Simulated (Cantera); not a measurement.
Adiabatic ignition

An adiabatic, constant-pressure homogeneous reactor starts with 17.4 % CH4, 17.4 % O2, 65.3 % N2, equivalence ratio 2.0, at 1025 K and 5.33 atm.

Detailed kinetics in Cantera: GRI-Mech 3.0 (53 species, 325 reactions).

```csv
t (s),T (K),x CH4,x O2,x C2H,x H,x H2O
4.00e-6,1025,0.174,0.174,<1e-12,<1e-12,1.61e-12
1.18e-5,1025,0.174,0.174,<1e-12,<1e-12,1.43e-11
3.48e-5,1025,0.174,0.174,<1e-12,<1e-12,1.28e-10
0.000103,1025,0.174,0.174,<1e-12,<1e-12,1.18e-9
0.000303,1025,0.174,0.174,<1e-12,1.24e-12,1.20e-8
0.000894,1025,0.174,0.174,<1e-12,7.06e-12,1.45e-7
0.00264,1025,0.174,0.174,<1e-12,2.82e-11,1.70e-6
0.00779,1025,0.174,0.174,<1e-12,4.14e-11,9.80e-6
0.0230,1025,0.174,0.174,<1e-12,7.88e-11,4.25e-5
0.0678,1027,0.173,0.173,<1e-12,3.71e-10,0.000264
0.200,2132,2.65e-9,5.96e-8,<1e-12,0.000670,0.128
```
x: mole fraction; the columns are a selection and need not sum to one.

| Property | Value |
|---|---|
| time of steepest temperature rise | 0.161 s |
| temperature at 0.200 s | 2132 K |
| equilibrium temperature | 2132 K |
| x(CH4) at 0.200 s | 2.65e-9 (gas-phase equilibrium 2.94e-9) |
| x(O2) at 0.200 s | 5.96e-8 (gas-phase equilibrium 5.97e-8) |
| x(C2H) at 0.200 s | <1e-12 (gas-phase equilibrium <1e-12) |
